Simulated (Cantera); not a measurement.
An adiabatic, constant-volume homogeneous reactor starts with CH₄ : CO : O₂ : N₂ : H₂O = 1 : 0.25 : 5.59 : 21 : 0.28 (molar parts), equivalence ratio 0.38, at 1600 K and 0.987 atm.

Computed with Cantera and GRI-Mech 3.0 (53 species, 325 reactions).

Predict: time of steepest temperature rise; temperature at 1.00 s; equilibrium temperature; x(CO) at 1.00 s; x(O₂) at 1.00 s; x(O) at 1.00 s.


```
Property                                                            Result
---------------------------------  ---------------------------------------
time of steepest temperature rise                                 0.372 ms
temperature at 1.00 s                                               2470 K
equilibrium temperature                                             2470 K
x(CO) at 1.00 s                    0.00311 (gas-phase equilibrium 0.00311)
x(O₂) at 1.00 s                        0.113 (gas-phase equilibrium 0.113)
x(O) at 1.00 s                     0.00340 (gas-phase equilibrium 0.00340)
```
